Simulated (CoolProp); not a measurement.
Vapour-liquid equilibrium of R152A (1) + n-pentane (2) at 356.7 K; x and y are mole fractions of (1).

The numbers come from the multi-fluid Helmholtz-energy mixture model, Outcalt 1996 and Thol 2019; pair parameters Bell 2016 in CoolProp.

### Question
Give the bubble pressure and the first vapour's composition at x = 0.25, 0.35, 0.45. Is there an azeotrope?

### Answer
x = 0.25: 1296 kPa, y = 0.687; x = 0.35: 1519 kPa, y = 0.739; x = 0.45: 1699 kPa, y = 0.776. No azeotrope shows between x = 0.05 and 0.95.

The pair parameters rest on a limited set of measurements; away from them the model extrapolates.
